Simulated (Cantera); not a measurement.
## Thermodynamics of calcination and drying, feed MgSO₄ + C + CO₂

Input: 1 mol MgSO₄, 0.0069 mol C, 0.16 mol CO₂, held at 1.80 Torr.

These are equilibrium values from Cantera (NASA tables, ideal gas, pure condensed phases), not measurements of a reactor. Candidate condensed phases: C, Mg, MgCO₃, MgO, MgS, MgSO₄, S; 26 gas species. Mutual solubility and eutectic melting of coexisting phases are not modelled. Gases not in the tables: S₃ to S₇. Kinetics and transport are ignored.

```json
[
 {"T (K)": "625", "x CO₂": "0.929", "x SO₂": "0.0702", "x O₂": "<1e-12", "x SO₃": "3.11e-12", "n MgO(s)": "0.0130", "n MgSO₄(s)": "0.987"},
 {"T (K)": "825", "x CO₂": "0.924", "x SO₂": "0.0764", "x O₂": "4.23e-10", "x SO₃": "1.69e-6", "n MgO(s)": "0.0138", "n MgSO₄(s)": "0.986"},
 {"T (K)": "1025", "x CO₂": "0.665", "x SO₂": "0.238", "x O₂": "0.0916", "x SO₃": "0.00479", "n MgO(s)": "0.0609", "n MgSO₄(s)": "0.939"},
 {"T (K)": "1225", "x CO₂": "0.101", "x SO₂": "0.600", "x O₂": "0.296", "x SO₃": "0.00337", "n MgO(s)": "1.00", "n MgSO₄(s)": "0"},
 {"T (K)": "1425", "x CO₂": "0.101", "x SO₂": "0.602", "x O₂": "0.297", "x SO₃": "0.000899", "n MgO(s)": "1.00", "n MgSO₄(s)": "0"},
 {"T (K)": "1625", "x CO₂": "0.100", "x SO₂": "0.602", "x O₂": "0.297", "x SO₃": "0.000334", "n MgO(s)": "1.00", "n MgSO₄(s)": "0"},
 {"T (K)": "1825", "x CO₂": "0.0994", "x SO₂": "0.601", "x O₂": "0.296", "x SO₃": "0.000155", "n MgO(s)": "1.000", "n MgSO₄(s)": "0"}
]
```
x: gas mole fraction; n: condensed amount in mol.

From 625 K to 1025 K the condensed part is MgO(s) + MgSO₄(s). From 1225 K to 1825 K the condensed part is MgO(s).
